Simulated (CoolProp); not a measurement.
A single-stage vapour-compression cycle with propane: evaporating at 217.15 K (dew point), condensing at 252.15 K (bubble point), superheat 2 K, subcooling 2 K, compressor efficiency 0.6, no pressure losses. Each further row changes one setting.

Model: reference Helmholtz-energy equation of state, Lemmon 2009, in CoolProp.

```csv
case,cooling COP,pressure ratio,discharge temperature (K),refrigerating effect (kJ/kg),volumetric capacity (kJ/m³)
as stated,…,4.49,296.1,368,478
evaporating temperature 222.15 K,4.03,…,289.0,374,…
condensing temperature 247.15 K,3.94,3.73,286.6,379,493
subcooling 7 K,3.42,4.49,296.1,379,493
superheat 12 K,3.29,4.49,…,…,473
compressor efficiency 0.5,2.76,4.49,…,368,478
```

Q: Some entries are withheld; supply them.

A: 
- as stated, cooling COP: 3.32
- evaporating temperature 222.15 K, pressure ratio: 3.51
- evaporating temperature 222.15 K, volumetric capacity (kJ/m³): 611
- superheat 12 K, discharge temperature (K): 307.2
- superheat 12 K, refrigerating effect (kJ/kg): 382
- compressor efficiency 0.5, discharge temperature (K): 308.9
